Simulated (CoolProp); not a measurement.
A simple Rankine cycle with R21: condensing at 293.15 K, boiler at 4.09 MPa, turbine inlet 438.3 K, turbine efficiency 0.7, pump efficiency 0.6, no recuperator. Each further row changes one setting.

Model: reference Helmholtz-energy equation of state, Platzer 1990, in CoolProp. This equation is an older, rougher fit; its heat capacities, sound speeds and derivatives of the liquid may be far off and weren't checked against measurements.

```json
[
 {"case": "as stated", "thermal efficiency (%)": "16.3", "net work (kJ/kg)": "[?]", "heat in (kJ/kg)": "268", "turbine exit temperature (K)": "293.1", "volume ratio over the turbine": "[?]"},
 {"case": "turbine inlet 458.3 K", "thermal efficiency (%)": "17.1", "net work (kJ/kg)": "[?]", "heat in (kJ/kg)": "296", "turbine exit temperature (K)": "312.7", "volume ratio over the turbine": "[?]"},
 {"case": "condensing temperature 285.15 K", "thermal efficiency (%)": "[?]", "net work (kJ/kg)": "47.7", "heat in (kJ/kg)": "[?]", "turbine exit temperature (K)": "285.1", "volume ratio over the turbine": "39.4"},
 {"case": "boiler pressure 2.86 MPa", "thermal efficiency (%)": "16.0", "net work (kJ/kg)": "47.5", "heat in (kJ/kg)": "296", "turbine exit temperature (K)": "317.5", "volume ratio over the turbine": "17.5"},
 {"case": "turbine efficiency 0.6", "thermal efficiency (%)": "13.7", "net work (kJ/kg)": "36.8", "heat in (kJ/kg)": "268", "turbine exit temperature (K)": "293.1", "volume ratio over the turbine": "30.8"}
]
```

Problem. Fill in the missing entries.

Solution. 
- as stated, net work (kJ/kg): 43.7
- as stated, volume ratio over the turbine: 29.9
- turbine inlet 458.3 K, net work (kJ/kg): 50.6
- turbine inlet 458.3 K, volume ratio over the turbine: 26.3
- condensing temperature 285.15 K, thermal efficiency (%): 17.3
- condensing temperature 285.15 K, heat in (kJ/kg): 276

The expansion ends wet for: as stated; condensing temperature 285.15 K; turbine efficiency 0.6.
